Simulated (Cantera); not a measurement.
Charge: 1 mol Fe3O4, 0.48 mol CH4, 0.13 mol CO, held at 2600 K and 13.0 mbar.

These are equilibrium values from Cantera (NASA tables, ideal gas, pure condensed phases), not measurements of a reactor. Candidate condensed phases: C, C6H6, C7H8, C8H18, Fe, Fe(CO)5, FeO, Fe(OH)2, Fe(OH)3, Fe2O3, Fe3O4, H2O; 114 gas species. Rates play no part.

Base state: Fe 0.400, O2 0.120, FeO 0.0993, H2O 0.0897, O 0.0706, CO 0.0619, H 0.0494, OH 0.0476 (mole fractions); condensed: gas only.

What changes in the equilibrium state with this change: 1.2 mol O2 added?


```json
[
 {"species": "Fe", "before": "0.400", "after": "0.310"},
 {"species": "O2", "before": "0.120", "after": "0.226"},
 {"species": "FeO", "before": "0.0993", "after": "0.106"},
 {"species": "O", "before": "0.0706", "after": "0.0970"},
 {"species": "H2", "before": "0.0216", "after": "0.0131"},
 {"species": "CO", "before": "0.0619", "after": "0.0448"},
 {"species": "H", "before": "0.0494", "after": "0.0385"},
 {"species": "H2O", "before": "0.0897", "after": "0.0749"},
 {"species": "OH", "before": "0.0476", "after": "0.0510"},
 {"species": "CO2", "before": "0.0398", "after": "0.0396"},
 {"species": "Fe(OH)2", "before": "0.000196", "after": "0.000174"}
]
```
